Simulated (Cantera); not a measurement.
Input (Python, Cantera):

```python
import numpy as np
import cantera as ct

gas = ct.Solution("gri30.yaml")
gas.TPX = 2123, 500000, {'CH4': 1, 'CO2': 4.2, 'H2': 0.25}
reactor = ct.IdealGasConstPressureReactor(gas, energy="off", clone=False)
net = ct.ReactorNet([reactor])
net.rtol, net.atol = 1e-08, 1e-18
show = ['CH4', 'CO2', 'H2', 'HCO', 'H']
times = np.geomspace(1e-06, 2, 13)

steps = ct.SolutionArray(gas, extra=["t"])
rows = []
print(f"{'t/s':>10s}{'T/K':>9s}{'P/Pa':>11s}" + "".join(f"{s:>11s}" for s in show))
for t in times:
    while net.time < t:
        t_next = net.step()
        steps.append(gas.state, t=t_next)
    rows.append([np.interp(t, steps.t, y) for y in (steps.T, steps.P, *steps(*show).X.T)])
    print(f"{t:10.3e}{rows[-1][0]:9.1f}{rows[-1][1]:11.4g}" + "".join(f"{x:11.3e}" for x in rows[-1][2:]))
rate = np.gradient(steps.T, steps.t)
print("integrator steps:", len(steps.t))
if steps.T.max() > steps.T[0] + 200:
    print(f"time of steepest temperature rise: {steps.t[rate.argmax()]:.4e} s")
gas.TPX = 2123, 500000, {'CH4': 1, 'CO2': 4.2, 'H2': 0.25}
gas.equilibrate("TP")
print(f"equilibrium (TP): T = {gas.T:.1f} K  " + "  ".join(f"{s} {gas[s].X[0]:.3e}" for s in show))
```

It prints:

```
       t/s      T/K       P/Pa        CH4        CO2         H2        HCO          H
 1.000e-06   2123.0      5e+05  1.789e-01  7.686e-01  4.757e-02  8.193e-08  8.449e-05
 3.350e-06   2123.0      5e+05  1.643e-01  7.603e-01  5.549e-02  2.129e-06  2.160e-04
 1.122e-05   2123.0      5e+05  1.146e-01  7.094e-01  9.528e-02  3.836e-06  3.753e-04
 3.761e-05   2123.0      5e+05  5.317e-02  5.873e-01  1.184e-01  1.874e-06  4.280e-04
 1.260e-04   2123.0      5e+05  1.170e-02  4.146e-01  6.457e-02  9.528e-07  3.494e-04
 4.221e-04   2123.0      5e+05  3.403e-03  3.020e-01  6.092e-02  5.765e-07  4.049e-04
 1.414e-03   2123.0      5e+05  1.329e-03  2.329e-01  8.526e-02  3.534e-07  4.497e-04
 4.738e-03   2123.0      5e+05  2.531e-06  2.192e-01  9.149e-02  3.182e-07  4.870e-04
 1.587e-02   2123.0      5e+05  9.245e-10  2.191e-01  9.150e-02  3.194e-07  4.889e-04
 5.318e-02   2123.0      5e+05  9.245e-10  2.191e-01  9.150e-02  3.194e-07  4.889e-04
 1.782e-01   2123.0      5e+05  9.245e-10  2.191e-01  9.150e-02  3.194e-07  4.889e-04
 5.970e-01   2123.0      5e+05  9.245e-10  2.191e-01  9.150e-02  3.194e-07  4.889e-04
 2.000e+00   2123.0      5e+05  9.245e-10  2.191e-01  9.150e-02  3.194e-07  4.889e-04
integrator steps: 1738
equilibrium (TP): T = 2123.0 K  CH4 9.923e-10  CO2 2.191e-01  H2 9.150e-02  HCO 3.194e-07  H 4.889e-04
```

Model: GRI-Mech 3.0 (53 species, 325 reactions), integrated in Cantera.
